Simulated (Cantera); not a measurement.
What does this Cantera script print?

```python
import numpy as np
import cantera as ct

gas_names = """
    H HO2 H2 H2O H2O2 O OH O2 O3
""".split()
cond_names = """
    H2O(s) H2O(L)
""".split()


# ... load() reads the species with a 1 bar reference pressure and builds the phases ...
atoms = {
    'H2O': {'H': 2, 'O': 1},
    'O2': {'O': 2},
}
top_T = {}  # K; cautious upper limits of use, not melting points


# ... equilibrate(T, P, feed) seeds the gas with the atoms and calls Mixture.equilibrate('TP', solver="vcs", rtol=1e-11, max_steps=5000) ...
results = []
feed = {'H2O': 1, 'O2': 1.1}  # mol
P = 40000  # Pa
for T in [2323, 2398, 2473, 2548, 2623, 2698, 2773, 2848, 2923, 2998, 3073, 3148]:
    mix = equilibrate(T, P, feed)
    results.append((T, P, feed, dict(zip(mix.species_names, mix.species_moles))))
    x = sorted(zip(gas.X, gas.species_names), reverse=True)
    print(f"T = {T:g} K  P = {P:g} Pa  gas = {mix.phase_moles(0):.4g} mol")
    print("   x: " + "  ".join(f"{s} {v:.3e}" for v, s in x if v > 1e-05))
    print("   condensed (mol): " + ("  ".join(f"{mix.phase(i).name} {mix.phase_moles(i):.4g}"
          for i in range(1, mix.n_phases) if mix.phase_moles(i) > 1e-12) or "none"))
```

It prints:

```
T = 2323 K  P = 40000 Pa  gas = 2.125 mol
   x: O2 5.092e-01  H2O 4.545e-01  OH 2.668e-02  O 6.397e-03  H2 2.380e-03  H 8.400e-04  HO2 2.883e-05
   condensed (mol): none
T = 2398 K  P = 40000 Pa  gas = 2.135 mol
   x: O2 5.040e-01  H2O 4.470e-01  OH 3.433e-02  O 9.633e-03  H2 3.537e-03  H 1.482e-03  HO2 3.529e-05
   condensed (mol): none
T = 2473 K  P = 40000 Pa  gas = 2.148 mol
   x: O2 4.974e-01  H2O 4.375e-01  OH 4.333e-02  O 1.413e-02  H2 5.111e-03  H 2.520e-03  HO2 4.244e-05
   condensed (mol): none
T = 2548 K  P = 40000 Pa  gas = 2.165 mol
   x: O2 4.890e-01  H2O 4.257e-01  OH 5.370e-02  O 2.021e-02  H2 7.191e-03  H 4.147e-03  HO2 5.015e-05
   condensed (mol): none
T = 2623 K  P = 40000 Pa  gas = 2.188 mol
   x: O2 4.788e-01  H2O 4.111e-01  OH 6.534e-02  O 2.826e-02  H2 9.861e-03  H 6.613e-03  HO2 5.821e-05
   condensed (mol): none
T = 2698 K  P = 40000 Pa  gas = 2.218 mol
   x: O2 4.662e-01  H2O 3.935e-01  OH 7.808e-02  O 3.866e-02  H2 1.319e-02  H 1.024e-02  HO2 6.634e-05
   condensed (mol): none
T = 2773 K  P = 40000 Pa  gas = 2.256 mol
   x: O2 4.513e-01  H2O 3.726e-01  OH 9.162e-02  O 5.181e-02  H2 1.719e-02  H 1.541e-02  HO2 7.416e-05
   condensed (mol): none
T = 2848 K  P = 40000 Pa  gas = 2.303 mol
   x: O2 4.337e-01  H2O 3.482e-01  OH 1.055e-01  O 6.808e-02  H 2.258e-02  H2 2.185e-02  HO2 8.124e-05
   condensed (mol): none
T = 2923 K  P = 40000 Pa  gas = 2.363 mol
   x: O2 4.133e-01  H2O 3.204e-01  OH 1.192e-01  O 8.777e-02  H 3.222e-02  H2 2.706e-02  HO2 8.707e-05
   condensed (mol): none
T = 2998 K  P = 40000 Pa  gas = 2.437 mol
   x: O2 3.903e-01  H2O 2.893e-01  OH 1.319e-01  O 1.111e-01  H 4.480e-02  H2 3.260e-02  HO2 9.115e-05
   condensed (mol): none
T = 3073 K  P = 40000 Pa  gas = 2.528 mol
   x: O2 3.646e-01  H2O 2.557e-01  OH 1.428e-01  O 1.380e-01  H 6.069e-02  H2 3.814e-02  HO2 9.302e-05
   condensed (mol): none
T = 3148 K  P = 40000 Pa  gas = 2.637 mol
   x: O2 3.367e-01  H2O 2.203e-01  O 1.685e-01  OH 1.510e-01  H 8.010e-02  H2 4.326e-02  HO2 9.234e-05
   condensed (mol): none
```

Cantera equilibrium calculation (NASA polynomials, part measured and part estimated; ideal gas, pure solids and liquids).
